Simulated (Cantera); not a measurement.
A Cantera script and what it prints.

```python
import numpy as np
import cantera as ct

gas_names = [...]  # 95 gases of nasa_gas.yaml made of C, F, H
cond_names = """
    C(gr) C6H6(L) C7H8(L) C8H18(L),n-octa
""".split()


# ... load() reads the species with a 1 bar reference pressure and builds the phases ...
atoms = {
    'CH3F': {'C': 1, 'H': 3, 'F': 1},
    'F2': {'F': 2},
    'H2': {'H': 2},
}
top_T = {'C(gr)': 4500}  # K; cautious upper limits of use, not melting points


# ... equilibrate(T, P, feed) seeds the gas with the atoms and calls Mixture.equilibrate('TP', solver="vcs", rtol=1e-11, max_steps=5000) ...
results = []
feed = {'CH3F': 1, 'F2': 0.48, 'H2': 17}  # mol
for P in [1, 3.2, 10, 32, 100, 320, 1000, 3200, 10000, 32000, 100000]:
    for T in [2500, 2550, 2600, 2650, 2700, 2750, 2800, 2850, 2900, 2950, 3000, 3050]:
        mix = equilibrate(T, P, feed)
        results.append((T, P, feed, dict(zip(mix.species_names, mix.species_moles))))

for T, P, feed, n in results:
    print(f"{T:7g} {P:10.4g}  " + (" + ".join(c for c in cond_names if n.get(c, 0) > 1e-12) or "gas only"))
```

Result:

```
   2500          1  gas only
   2550          1  gas only
   2600          1  gas only
   2650          1  gas only
   2700          1  gas only
   2750          1  gas only
   2800          1  gas only
   2850          1  gas only
   2900          1  gas only
   2950          1  gas only
   3000          1  gas only
   3050          1  gas only
   2500        3.2  gas only
   2550        3.2  gas only
   2600        3.2  gas only
   2650        3.2  gas only
   2700        3.2  gas only
   2750        3.2  gas only
   2800        3.2  gas only
   2850        3.2  gas only
   2900        3.2  gas only
   2950        3.2  gas only
   3000        3.2  gas only
   3050        3.2  gas only
   2500         10  C(gr)
   2550         10  gas only
   2600         10  gas only
   2650         10  gas only
   2700         10  gas only
   2750         10  gas only
   2800         10  gas only
   2850         10  gas only
   2900         10  gas only
   2950         10  gas only
   3000         10  gas only
   3050         10  gas only
   2500         32  C(gr)
   2550         32  C(gr)
   2600         32  gas only
   2650         32  gas only
   2700         32  gas only
   2750         32  gas only
   2800         32  gas only
   2850         32  gas only
   2900         32  gas only
   2950         32  gas only
   3000         32  gas only
   3050         32  gas only
   2500        100  C(gr)
   2550        100  C(gr)
   2600        100  C(gr)
   2650        100  C(gr)
   2700        100  gas only
   2750        100  gas only
   2800        100  gas only
   2850        100  gas only
   2900        100  gas only
   2950        100  gas only
   3000        100  gas only
   3050        100  gas only
   2500        320  C(gr)
   2550        320  C(gr)
   2600        320  C(gr)
   2650        320  C(gr)
   2700        320  C(gr)
   2750        320  gas only
   2800        320  gas only
   2850        320  gas only
   2900        320  gas only
   2950        320  gas only
   3000        320  gas only
   3050        320  gas only
   2500       1000  C(gr)
   2550       1000  C(gr)
   2600       1000  C(gr)
   2650       1000  C(gr)
   2700       1000  C(gr)
   2750       1000  C(gr)
   2800       1000  gas only
   2850       1000  gas only
   2900       1000  gas only
   2950       1000  gas only
   3000       1000  gas only
   3050       1000  gas only
   2500       3200  C(gr)
   2550       3200  C(gr)
   2600       3200  C(gr)
   2650       3200  C(gr)
   2700       3200  C(gr)
   2750       3200  C(gr)
   2800       3200  gas only
   2850       3200  gas only
   2900       3200  gas only
   2950       3200  gas only
   3000       3200  gas only
   3050       3200  gas only
   2500      1e+04  C(gr)
   2550      1e+04  C(gr)
   2600      1e+04  C(gr)
   2650      1e+04  C(gr)
   2700      1e+04  C(gr)
   2750      1e+04  C(gr)
   2800      1e+04  gas only
   2850      1e+04  gas only
   2900      1e+04  gas only
   2950      1e+04  gas only
   3000      1e+04  gas only
   3050      1e+04  gas only
   2500    3.2e+04  C(gr)
   2550    3.2e+04  C(gr)
   2600    3.2e+04  C(gr)
   2650    3.2e+04  C(gr)
   2700    3.2e+04  C(gr)
   2750    3.2e+04  C(gr)
   2800    3.2e+04  gas only
   2850    3.2e+04  gas only
   2900    3.2e+04  gas only
   2950    3.2e+04  gas only
   3000    3.2e+04  gas only
   3050    3.2e+04  gas only
   2500      1e+05  C(gr)
   2550      1e+05  C(gr)
   2600      1e+05  C(gr)
   2650      1e+05  C(gr)
   2700      1e+05  C(gr)
   2750      1e+05  C(gr)
   2800      1e+05  gas only
   2850      1e+05  gas only
   2900      1e+05  gas only
   2950      1e+05  gas only
   3000      1e+05  gas only
   3050      1e+05  gas only
```

Cantera equilibrium calculation (NASA polynomials, part measured and part estimated; ideal gas, pure solids and liquids).
